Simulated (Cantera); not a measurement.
A closed system holds: 1 mol Al2O3, 130 mol H2, at 13.3 mbar.

Equilibrium computed with Cantera from the NASA thermochemical tables; the gas is ideal and each condensed phase is pure. Candidate condensed phases: Al, Al2O3, H2O; 19 gas species. The numbers say what is thermodynamically allowed, not how fast it happens. All values below are at 1073 K.

Base state: H2 1.00 (mole fractions); condensed: Al2O3(s).

Question: What changes in the equilibrium state with this change: Al2O3 replaced by CuO?

Answer: 
| species | before | after |
|---|---|---|
| H2 | 1.00 | 0.992 |
| H2O | <1e-9 | 0.00769 |
| Al2O3(s), mol | 1.00 | 0 |
| Cu(s), mol | 0 | 1.000 |
Further candidate phases: Cu, CuO, Cu(OH)2, Cu2O.
